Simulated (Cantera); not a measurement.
Input: 1 mol SiC, 0.023 mol CO2, 35 mol N2, 0.017 mol O2, held at 8.80 Pa.

Cantera equilibrium calculation (NASA polynomials, part measured and part estimated; ideal gas, pure solids and liquids). Candidate condensed phases: C, Si, SiC, SiO2, Si2N2O, Si3N4; 34 gas species. Rates play no part.

Task: Which condensed phases are stable at each of these points (T (K)): 1550, 1600, 1650, 1700, 1750, 1800, 1850, 1900, 1950?

Result: 
| T (K) | condensed phases | Si condensed (%) |
|---|---|---|
| 1550 | SiC(s) | 97.1 |
| 1600 | SiC(s) | 96.9 |
| 1650 | SiC(s) | 96.4 |
| 1700 | SiC(s) | 95.7 |
| 1750 | SiC(s) | 94.8 |
| 1800 | SiC(s) | 94.3 |
| 1850 | C(graphite) + SiC(s) | 91.8 |
| 1900 | C(graphite) + SiC(s) | 80.0 |
| 1950 | C(graphite) + SiC(s) | 52.8 |

From 1550 K to 1800 K the condensed part is SiC(s). From 1850 K to 1950 K the condensed part is C(graphite) + SiC(s).
